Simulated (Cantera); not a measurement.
What does this Cantera script print?

```python
import numpy as np
import cantera as ct

gas_names = [...]  # 151 gases of nasa_gas.yaml made of C, H, N, O, Si
cond_names = """
    C(gr) C6H6(L) C7H8(L) C8H18(L),n-octa H2O(s) H2O(L) Si(cr) Si(L) SiC(b) SiO2(Lqz) SiO2(hqz) SiO2(L)
    Si2N2O(s) Si3N4(a)
""".split()


# ... load() reads the species with a 1 bar reference pressure and builds the phases ...
atoms = {
    'HMDSO': {'Si': 2, 'C': 6, 'H': 18, 'O': 1},
    'NO': {'N': 1, 'O': 1},
    'N2': {'N': 2},
    'CO2': {'C': 1, 'O': 2},
}
top_T = {'C(gr)': 4500, 'SiC(b)': 3050, 'Si2N2O(s)': 2100, 'Si3N4(a)': 2400}  # K; cautious upper limits of use, not melting points


# ... equilibrate(T, P, feed) seeds the gas with the atoms and calls Mixture.equilibrate('TP', solver="vcs", rtol=1e-11, max_steps=5000) ...
results = []
feed = {'HMDSO': 1, 'NO': 0.89, 'N2': 8, 'CO2': 0.11}  # mol
T = 1775  # K
for P in [5, 21, 85, 350, 1400, 5900, 24000, 100000]:
    mix = equilibrate(T, P, feed)
    results.append((T, P, feed, dict(zip(mix.species_names, mix.species_moles))))
    x = sorted(zip(gas.X, gas.species_names), reverse=True)
    print(f"T = {T:g} K  P = {P:g} Pa  gas = {mix.phase_moles(0):.4g} mol")
    print("   x: " + "  ".join(f"{s} {v:.3e}" for v, s in x if v > 0.001))
    print("   condensed (mol): " + ("  ".join(f"{mix.phase(i).name} {mix.phase_moles(i):.4g}"
          for i in range(1, mix.n_phases) if mix.phase_moles(i) > 1e-12) or "none"))
```

It prints:

```
T = 1775 K  P = 5 Pa  gas = 19.84 mol
   x: H2 4.387e-01  N2 4.244e-01  CO 1.058e-01  H 2.711e-02  HCN 2.341e-03
   condensed (mol): C(gr) 1.99  SiC(b) 1.97
T = 1775 K  P = 21 Pa  gas = 19.69 mol
   x: H2 4.491e-01  N2 4.276e-01  CO 1.066e-01  H 1.338e-02  HCN 2.378e-03
   condensed (mol): C(gr) 1.975  SiC(b) 1.985
T = 1775 K  P = 85 Pa  gas = 19.62 mol
   x: H2 4.540e-01  N2 4.291e-01  CO 1.070e-01  H 6.689e-03  HCN 2.395e-03
   condensed (mol): C(gr) 1.972  SiC(b) 1.988
T = 1775 K  P = 350 Pa  gas = 19.59 mol
   x: H2 4.565e-01  N2 4.299e-01  CO 1.072e-01  H 3.306e-03  HCN 2.404e-03
   condensed (mol): C(gr) 1.971  SiC(b) 1.989
T = 1775 K  P = 1400 Pa  gas = 19.57 mol
   x: H2 4.577e-01  N2 4.303e-01  CO 1.073e-01  HCN 2.408e-03  H 1.655e-03
   condensed (mol): C(gr) 1.97  SiC(b) 1.989
T = 1775 K  P = 5900 Pa  gas = 19.56 mol
   x: H2 4.583e-01  N2 4.304e-01  CO 1.073e-01  HCN 2.410e-03
   condensed (mol): C(gr) 1.97  SiC(b) 1.989
T = 1775 K  P = 24000 Pa  gas = 19.56 mol
   x: H2 4.586e-01  N2 4.305e-01  CO 1.073e-01  HCN 2.411e-03
   condensed (mol): C(gr) 1.97  SiC(b) 1.989
T = 1775 K  P = 100000 Pa  gas = 17.56 mol
   x: H2 5.107e-01  N2 4.229e-01  CO 6.311e-02  HCN 2.521e-03
   condensed (mol): C(gr) 4.95  Si2N2O(s) 0.9981
```

These are equilibrium values from Cantera (NASA tables, ideal gas, pure condensed phases), not measurements of a reactor. The feed counts by its element totals alone.
